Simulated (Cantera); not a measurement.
A Cantera script and its output.

```python
import numpy as np
import cantera as ct

gas = ct.Solution("gri30.yaml")
gas.TPX = 1475, 1000000, {'CH4': 1, 'O2': 5.88, 'N2': 22.1}
reactor = ct.IdealGasReactor(gas, energy="on", clone=False)
net = ct.ReactorNet([reactor])
net.rtol, net.atol = 1e-08, 1e-16
show = ['CH4', 'O2', 'CO', 'N2O', 'NO2', 'C2H4', 'CH2O']
times = np.geomspace(3e-06, 3, 16)

steps = ct.SolutionArray(gas, extra=["t"])
rows = []
print(f"{'t/s':>10s}{'T/K':>9s}{'P/Pa':>11s}" + "".join(f"{s:>11s}" for s in show))
for t in times:
    while net.time < t:
        t_next = net.step()
        steps.append(gas.state, t=t_next)
    rows.append([np.interp(t, steps.t, y) for y in (steps.T, steps.P, *steps(*show).X.T)])
    print(f"{t:10.3e}{rows[-1][0]:9.1f}{rows[-1][1]:11.4g}" + "".join(f"{x:11.3e}" for x in rows[-1][2:]))
rate = np.gradient(steps.T, steps.t)
print("integrator steps:", len(steps.t))
if steps.T.max() > steps.T[0] + 200:
    print(f"time of steepest temperature rise: {steps.t[rate.argmax()]:.4e} s")
gas.TPX = 1475, 1000000, {'CH4': 1, 'O2': 5.88, 'N2': 22.1}
gas.equilibrate("UV")
print(f"equilibrium (UV): T = {gas.T:.1f} K  " + "  ".join(f"{s} {gas[s].X[0]:.3e}" for s in show))
```

Output:

```
       t/s      T/K       P/Pa        CH4         O2         CO        N2O        NO2       C2H4       CH2O
 3.000e-06   1475.0      1e+06  3.451e-02  2.029e-01  1.897e-10  4.405e-12  9.801e-20  2.503e-11  8.123e-08
 7.536e-06   1475.0      1e+06  3.450e-02  2.029e-01  3.568e-09  2.355e-11  2.696e-18  6.078e-10  6.151e-07
 1.893e-05   1475.0      1e+06  3.449e-02  2.029e-01  9.270e-08  1.362e-10  9.955e-17  2.119e-08  5.796e-06
 4.755e-05   1475.6      1e+06  3.433e-02  2.028e-01  4.911e-06  8.930e-10  5.941e-15  1.317e-06  7.426e-05
 1.194e-04   1493.0  1.012e+06  3.188e-02  2.009e-01  4.828e-04  1.066e-08  1.488e-12  1.014e-04  9.161e-04
 3.000e-04   2382.3  1.618e+06  3.237e-17  1.326e-01  4.471e-04  2.979e-06  6.800e-07  1.209e-26  4.365e-13
 7.536e-04   2380.8  1.617e+06  2.647e-20  1.323e-01  4.437e-04  2.968e-06  2.616e-06  1.609e-30  4.292e-13
 1.893e-03   2377.0  1.614e+06  2.241e-20  1.316e-01  4.357e-04  2.945e-06  7.139e-06  5.397e-31  4.141e-13
 4.755e-03   2369.3  1.609e+06  1.998e-20  1.302e-01  4.195e-04  2.906e-06  1.649e-05  4.349e-31  3.844e-13
 1.194e-02   2357.8  1.601e+06  1.675e-20  1.281e-01  3.961e-04  2.868e-06  3.058e-05  3.193e-31  3.434e-13
 3.000e-02   2349.2  1.595e+06  1.467e-20  1.265e-01  3.795e-04  2.856e-06  4.102e-05  2.533e-31  3.156e-13
 7.536e-02   2347.7  1.594e+06  1.432e-20  1.263e-01  3.766e-04  2.855e-06  4.287e-05  2.430e-31  3.109e-13
 1.893e-01   2347.7  1.594e+06  1.432e-20  1.263e-01  3.766e-04  2.855e-06  4.289e-05  2.429e-31  3.109e-13
 4.755e-01   2347.7  1.594e+06  1.432e-20  1.263e-01  3.766e-04  2.855e-06  4.289e-05  2.429e-31  3.109e-13
 1.194e+00   2347.7  1.594e+06  1.432e-20  1.263e-01  3.766e-04  2.855e-06  4.289e-05  2.429e-31  3.109e-13
 3.000e+00   2347.7  1.594e+06  1.432e-20  1.263e-01  3.766e-04  2.855e-06  4.289e-05  2.429e-31  3.109e-13
integrator steps: 1812
time of steepest temperature rise: 1.5914e-04 s
equilibrium (UV): T = 2347.7 K  CH4 2.153e-20  O2 1.263e-01  CO 3.766e-04  N2O 2.855e-06  NO2 4.289e-05  C2H4 3.223e-31  CH2O 3.109e-13
```

Detailed kinetics in Cantera: GRI-Mech 3.0 (53 species, 325 reactions).
